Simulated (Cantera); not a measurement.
A Cantera script and what it prints.

```python
import numpy as np
import cantera as ct

gas_names = """
    H HO2 H2 H2O H2O2 H2S H2SO4 O OH O2 O3 S SH SO SO2 SO3 S2 S2O S8
""".split()
cond_names = """
    H2O(s) H2O(L) H2SO4(L) S(cr1) S(cr2) S(L)
""".split()


def load(file, names, dense=False):
    # The tables refer to 1 bar. Condensed volumes are neglected.
    table = {s.name: s for s in ct.Species.list_from_file(file)}
    out = []
    for n in names:
        d = dict(table[n].input_data)
        d["thermo"] = dict(d["thermo"], **{"reference-pressure": 1e5})
        if dense:
            d["equation-of-state"] = {"model": "constant-volume", "density": "1e6 g/cm^3"}
        out.append(ct.Species.from_dict(d))
    return out


gas = ct.Solution(thermo="ideal-gas", species=load("nasa_gas.yaml", gas_names))
cond = {s.name: ct.Solution(thermo="fixed-stoichiometry", species=[s], name=s.name)
        for s in load("nasa_condensed.yaml", cond_names, dense=True)}
atoms = {
    'H2S': {'H': 2, 'S': 1},
    'H2O': {'H': 2, 'O': 1},
    'H2': {'H': 2},
    'SO2': {'S': 1, 'O': 2},
}
top_T = {}  # K; cautious upper limits of use, not melting points


def equilibrate(T, P, feed):
    n = {}
    for name, mol in feed.items():
        for a, k in atoms[name].items():
            n[a] = n.get(a, 0.0) + k * mol
    gas.TPX = T, P, n
    mass = sum(n.values()) * gas.mean_molecular_weight
    gas.equilibrate("TP")
    valid = [c for c in cond.values() if c.min_temp <= T <= top_T.get(c.name, c.max_temp)]
    mix = ct.Mixture([(gas, mass / gas.mean_molecular_weight)] + [(c, 0.0) for c in valid])
    mix.T, mix.P = T, P
    mix.equilibrate("TP", solver="vcs", rtol=1e-11, max_steps=5000)
    return mix


results = []
T = 2125  # K
P = 4400  # Pa
for m in [0.14, 0.17, 0.22, 0.28, 0.35, 0.45, 0.57, 0.72, 0.91, 1.2, 1.5, 1.9]:
    feed = {'H2S': 1, 'H2O': m, 'H2': 2.2, 'SO2': 0.036}  # mol
    mix = equilibrate(T, P, feed)
    results.append((T, P, feed, dict(zip(mix.species_names, mix.species_moles))))
    x = sorted(zip(gas.X, gas.species_names), reverse=True)
    print(f"T = {T:g} K  P = {P:g} Pa  n(H2O) = {m:g} mol  gas = {mix.phase_moles(0):.4g} mol")
    print("   x: " + "  ".join(f"{s} {v:.3e}" for v, s in x if v > 1e-05))
    print("   condensed (mol): " + ("  ".join(f"{mix.phase(i).name} {mix.phase_moles(i):.4g}"
          for i in range(1, mix.n_phases) if mix.phase_moles(i) > 1e-12) or "none"))
```

It prints:

```
T = 2125 K  P = 4400 Pa  n(H2O) = 0.14 mol  gas = 3.873 mol
   x: H2 7.694e-01  S2 1.023e-01  H2O 5.016e-02  SH 2.604e-02  H2S 2.213e-02  H 1.519e-02  S 1.049e-02  SO 3.616e-03  SO2 3.837e-04  OH 1.228e-04  S2O 7.347e-05
   condensed (mol): none
T = 2125 K  P = 4400 Pa  n(H2O) = 0.17 mol  gas = 3.904 mol
   x: H2 7.640e-01  S2 1.012e-01  H2O 5.668e-02  SH 2.581e-02  H2S 2.186e-02  H 1.513e-02  S 1.043e-02  SO 4.092e-03  SO2 4.942e-04  OH 1.393e-04  S2O 8.270e-05
   condensed (mol): none
T = 2125 K  P = 4400 Pa  n(H2O) = 0.22 mol  gas = 3.957 mol
   x: H2 7.553e-01  S2 9.943e-02  H2O 6.724e-02  SH 2.543e-02  H2S 2.141e-02  H 1.504e-02  S 1.033e-02  SO 4.867e-03  SO2 7.055e-04  OH 1.662e-04  S2O 9.748e-05
   condensed (mol): none
T = 2125 K  P = 4400 Pa  n(H2O) = 0.28 mol  gas = 4.021 mol
   x: H2 7.451e-01  S2 9.729e-02  H2O 7.946e-02  SH 2.499e-02  H2S 2.090e-02  H 1.494e-02  S 1.022e-02  SO 5.767e-03  SO2 1.001e-03  OH 1.977e-04  S2O 1.143e-04
   condensed (mol): none
T = 2125 K  P = 4400 Pa  n(H2O) = 0.35 mol  gas = 4.095 mol
   x: H2 7.338e-01  S2 9.484e-02  H2O 9.312e-02  SH 2.448e-02  H2S 2.032e-02  H 1.483e-02  S 1.009e-02  SO 6.775e-03  SO2 1.400e-03  OH 2.335e-04  S2O 1.325e-04
   condensed (mol): none
T = 2125 K  P = 4400 Pa  n(H2O) = 0.45 mol  gas = 4.201 mol
   x: H2 7.184e-01  H2O 1.116e-01  S2 9.144e-02  SH 2.379e-02  H2S 1.953e-02  H 1.467e-02  S 9.911e-03  SO 8.141e-03  SO2 2.058e-03  OH 2.827e-04  S2O 1.564e-04
   condensed (mol): none
T = 2125 K  P = 4400 Pa  n(H2O) = 0.57 mol  gas = 4.328 mol
   x: H2 7.013e-01  H2O 1.322e-01  S2 8.751e-02  SH 2.299e-02  H2S 1.865e-02  H 1.450e-02  S 9.696e-03  SO 9.669e-03  SO2 2.967e-03  OH 3.391e-04  S2O 1.817e-04
   condensed (mol): none
T = 2125 K  P = 4400 Pa  n(H2O) = 0.72 mol  gas = 4.488 mol
   x: H2 6.815e-01  H2O 1.559e-01  S2 8.282e-02  SH 2.205e-02  H2S 1.764e-02  H 1.429e-02  SO 1.142e-02  S 9.433e-03  SO2 4.252e-03  OH 4.057e-04  S2O 2.087e-04
   condensed (mol): none
T = 2125 K  P = 4400 Pa  n(H2O) = 0.91 mol  gas = 4.69 mol
   x: H2 6.589e-01  H2O 1.831e-01  S2 7.722e-02  SH 2.093e-02  H2S 1.646e-02  H 1.405e-02  SO 1.339e-02  S 9.108e-03  SO2 6.058e-03  OH 4.845e-04  S2O 2.363e-04
   condensed (mol): none
T = 2125 K  P = 4400 Pa  n(H2O) = 1.2 mol  gas = 5.001 mol
   x: H2 6.287e-01  H2O 2.194e-01  S2 6.937e-02  SH 1.938e-02  SO 1.594e-02  H2S 1.489e-02  H 1.373e-02  SO2 9.056e-03  S 8.633e-03  OH 5.944e-04  S2O 2.666e-04
   condensed (mol): none
T = 2125 K  P = 4400 Pa  n(H2O) = 1.5 mol  gas = 5.322 mol
   x: H2 6.019e-01  H2O 2.517e-01  S2 6.207e-02  SO 1.806e-02  SH 1.794e-02  H2S 1.348e-02  H 1.343e-02  SO2 1.230e-02  S 8.165e-03  OH 6.968e-04  S2O 2.858e-04  O 1.102e-05
   condensed (mol): none
T = 2125 K  P = 4400 Pa  n(H2O) = 1.9 mol  gas = 5.752 mol
   x: H2 5.715e-01  H2O 2.883e-01  S2 5.350e-02  SO 2.023e-02  SO2 1.661e-02  SH 1.623e-02  H 1.309e-02  H2S 1.189e-02  S 7.581e-03  OH 8.190e-04  S2O 2.972e-04  O 1.329e-05
   condensed (mol): none
```

Cantera equilibrium calculation (NASA polynomials, part measured and part estimated; ideal gas, pure solids and liquids).
